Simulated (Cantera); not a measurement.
Feed: 1 mol CaO, 29 mol HF, 56 mol N₂, held at 1475 K.

Equilibrium computed with Cantera from the NASA thermochemical tables; the gas is ideal and each condensed phase is pure. Candidate condensed phases: Ca, CaF₂, CaO, Ca(OH)₂, H₂O; 47 gas species. Rates play no part.

Q: At 1.00 bar, list the 3 most abundant gas species with their mole fractions, and the condensed phases.

A: N₂ 0.667, HF 0.321, H₂O 0.0119. Condensed: CaF₂(s).
